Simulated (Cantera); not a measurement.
What does this Cantera script print?

```python
import numpy as np
import cantera as ct

gas = ct.Solution("SiF4_NH3_mec.yaml", "gas")
gas.TPX = 1850, 190000, {'NH3': 1, 'H2': 0.37}
reactor = ct.IdealGasConstPressureReactor(gas, energy="off", clone=False)
net = ct.ReactorNet([reactor])
net.rtol, net.atol = 1e-08, 1e-18
show = ['NH3', 'H2', 'H', 'N2', 'N']
times = np.geomspace(0.0002, 4, 10)

steps = ct.SolutionArray(gas, extra=["t"])
rows = []
print(f"{'t/s':>10s}{'T/K':>9s}{'P/Pa':>11s}" + "".join(f"{s:>11s}" for s in show))
for t in times:
    while net.time < t:
        t_next = net.step()
        steps.append(gas.state, t=t_next)
    rows.append([np.interp(t, steps.t, y) for y in (steps.T, steps.P, *steps(*show).X.T)])
    print(f"{t:10.3e}{rows[-1][0]:9.1f}{rows[-1][1]:11.4g}" + "".join(f"{x:11.3e}" for x in rows[-1][2:]))
rate = np.gradient(steps.T, steps.t)
print("integrator steps:", len(steps.t))
if steps.T.max() > steps.T[0] + 200:
    print(f"time of steepest temperature rise: {steps.t[rate.argmax()]:.4e} s")
gas.TPX = 1850, 190000, {'NH3': 1, 'H2': 0.37}
gas.equilibrate("TP")
print(f"equilibrium (TP): T = {gas.T:.1f} K  " + "  ".join(f"{s} {gas[s].X[0]:.3e}" for s in show))
```

Result:

```
       t/s      T/K       P/Pa        NH3         H2          H         N2          N
 2.000e-04   1850.0    1.9e+05  7.285e-01  2.708e-01  5.809e-05  2.278e-04  1.097e-07
 6.011e-04   1850.0    1.9e+05  7.254e-01  2.730e-01  5.984e-05  1.134e-03  1.163e-07
 1.806e-03   1850.0    1.9e+05  7.160e-01  2.796e-01  6.150e-05  3.832e-03  1.170e-07
 5.429e-03   1850.0    1.9e+05  6.891e-01  2.988e-01  6.637e-05  1.161e-02  1.189e-07
 1.632e-02   1850.0    1.9e+05  6.175e-01  3.497e-01  8.003e-05  3.234e-02  1.228e-07
 4.903e-02   1850.0    1.9e+05  4.613e-01  4.607e-01  1.141e-04  7.749e-02  1.262e-07
 1.474e-01   1850.0    1.9e+05  2.386e-01  6.191e-01  1.811e-04  1.419e-01  1.158e-07
 4.429e-01   1850.0    1.9e+05  7.550e-02  7.351e-01  2.683e-04  1.891e-01  7.439e-08
 1.331e+00   1850.0    1.9e+05  1.849e-02  7.756e-01  3.263e-04  2.056e-01  2.837e-08
 4.000e+00   1850.0    1.9e+05  4.956e-03  7.852e-01  3.448e-04  2.095e-01  8.686e-09
integrator steps: 1173
equilibrium (TP): T = 1850.0 K  NH3 1.601e-05  H2 7.887e-01  H 3.494e-04  N2 2.109e-01  N 2.885e-11
```

Detailed kinetics in Cantera: the gas-phase N/H chemistry of the illustrative SiF4/NH3 mechanism in the Surface Chemkin manual (1991). Walls and surfaces, which speed up NH3 decomposition in real reactors, are not modelled.
